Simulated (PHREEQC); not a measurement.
Solution (25 °C): 0.028 mol/kgw FeSO4, 9.6e-05 mol/kgw KBr, 0.00066 mol/kgw (CH3)4NF and 4.5e-05 mol/kgw MgSO4. Closed to the air; pH follows from the charge balance.

Equilibrium calculation in PHREEQC: ion-association model, phreeqc.dat.

No solid was allowed to form.

Problem. What pH, ionic strength, specific conductance does the model give?

Solution. pH 5.99; ionic strength 0.0723 mol/kgw; specific conductance 3530 µS/cm.

Problem. In which forms is Mg present?

Solution. Mg+2 56 %, MgSO4 43 %, MgF+ 1.0 % of the Mg.

(CH3)4N+ isn't in the database: it is added as a free cation with an ion size of 4 Å. Fluoro complexes past AlF4- and FeF3 are missing from the database.
